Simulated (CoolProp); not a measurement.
Saturation properties of water (Tc = 647.1 K, pc = 220.6 bar, ω = 0.344).

The numbers come from the reference Helmholtz-energy equation of state, Wagner 2002 in CoolProp.

| T (K) | p (bar) | liquid cp (kJ/(kg K)) | vapour Z | liquid viscosity (µPa s) | liquid conductivity (mW/(m K)) |
|---|---|---|---|---|---|
| 306.7 | 0.05193 | 4.180 | 0.9978 | 740 | 620 |
| 319.1 | 0.1007 | 4.181 | 0.9966 | 586 | 636 |
| 331.5 | 0.1847 | 4.184 | ? | 478 | 649 |
| 344 | 0.3237 | 4.191 | 0.9927 | 399 | 660 |
| 356.4 | 0.5401 | 4.199 | 0.9898 | 340 | 669 |
| 368.8 | 0.8665 | 4.211 | ? | 295 | 675 |
| 381.2 | 1.342 | 4.226 | 0.9814 | 259 | 680 |
| 393.6 | 2.015 | ? | 0.9756 | ? | 682 |
| 406.1 | 2.950 | 4.267 | 0.9686 | 208 | 683 |
| 418.5 | 4.197 | 4.295 | 0.9603 | 189 | 682 |
| 430.9 | 5.837 | 4.329 | 0.9507 | 173 | 679 |
| 443.3 | 7.951 | 4.368 | 0.9395 | 160 | 675 |
| 455.8 | 10.65 | ? | 0.9266 | 148 | 670 |
| 468.2 | 14.00 | 4.471 | 0.9121 | ? | 663 |

Question: Fill in the missing entries.

Answer: 
- 331.5, vapour Z: 0.9949
- 368.8, vapour Z: 0.9860
- 393.6, liquid cp (kJ/(kg K)): 4.244
- 393.6, liquid viscosity (µPa s): 231
- 455.8, liquid cp (kJ/(kg K)): 4.416
- 468.2, liquid viscosity (µPa s): 138

It boils at 373.1 K under 1 atm.

Viscosity comes from a separate model (Huber 2009). Thermal conductivity comes from a separate model (Huber 2012).
